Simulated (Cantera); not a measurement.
Feed: 1 mol CO₂, 0.28 mol H₂, at 3250 °C and 1 atm.

These are equilibrium values from Cantera (NASA tables, ideal gas, pure condensed phases), not measurements of a reactor. Candidate condensed phases: C, C₆H₆, C₇H₈, C₈H₁₈, H₂O; 110 gas species. Rates play no part.

Base state: CO 0.443, O 0.156, H 0.0981, O₂ 0.0903, CO₂ 0.0803, OH 0.0689, H₂O 0.0379, H₂ 0.0252 (mole fractions); condensed: gas only.

**Question.** What changes in the equilibrium state with this change: H₂ from 0.28 to 0.1 mol?

**Answer.** 
| species | before | after |
|---|---|---|
| CO | 0.443 | 0.485 |
| O | 0.156 | 0.184 |
| O₂ | 0.0903 | 0.126 |
| H | 0.0981 | 0.0469 |
| H₂ | 0.0252 | 0.00575 |
| H₂O | 0.0379 | 0.0102 |
| OH | 0.0689 | 0.0388 |
| CO₂ | 0.0803 | 0.104 |
| HO₂ | 3.14e-5 | 2.09e-5 |

**Question.** What changes in the equilibrium state with this change: pressure from 1 atm to 13.3 mbar?

**Answer.** 
```tsv
species	before	after
CO	0.443	0.394
O	0.156	0.376
H	0.0981	0.214
O₂	0.0903	0.00690
H₂O	0.0379	7.54e-5
CO₂	0.0803	0.00226
H₂	0.0252	0.00158
OH	0.0689	0.00477
HO₂	3.14e-5	6.89e-8
```
